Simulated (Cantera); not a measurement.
# Thermodynamics of silicon oxide and oxynitride deposition, feed SiCl4 + N2O + N2

Input: 1 mol SiCl4, 1.9 mol N2O, 76 mol N2, held at 1.00 bar.

These are equilibrium values from Cantera (NASA tables, ideal gas, pure condensed phases), not measurements of a reactor. Candidate condensed phases: Si, SiO2, Si2N2O, Si3N4; 23 gas species. The tables' values for SiCl3 are old estimates; treat these amounts as uncertain. The tables hold silica as quartz up to 1696 K and as liquid above; real silica turns to tridymite and cristobalite and melts near 1996 K. Kinetics and transport are ignored.

```tsv
T (K)	log p N2	log p Cl	log p Cl2	log p SiCl4	n SiO2(β-quartz)	n SiO2(condensed)	n SiO2(l)
900	-0.01	-4.94	-1.62	-3.20	0.950	0	0
1000	-0.01	-4.22	-1.62	-3.20	0.950	0	0
1100	-0.01	-3.63	-1.63	-3.20	0.950	0	0
1200	-0.01	-3.14	-1.63	-3.20	0.950	0	0
1300	-0.01	-2.73	-1.64	-3.20	0.950	0	0
1400	-0.01	-2.38	-1.66	-3.20	0.950	0	0
1500	-0.01	-2.09	-1.71	-3.20	0.950	0	0
1600	-0.01	-1.85	-1.78	-3.20	0.950	0	0
1700	-0.02	-1.66	-1.90	-3.20	0	0.949	0
1800	-0.02	-1.53	-2.06	-3.21	0	0.949	0
1900	-0.02	-1.44	-2.27	-3.22	0	0.949	0
2000	-0.02	-1.39	-2.52	-3.26	0	0	0.948
```
log p: log10 of the partial pressure in bar; n: condensed amount in mol.

From 900 K to 1600 K the condensed part is SiO2(β-quartz). From 1700 K to 1900 K the condensed part is SiO2(condensed). At 2000 K the condensed part is SiO2(l). The main Si-bearing gas is SiCl4 throughout.
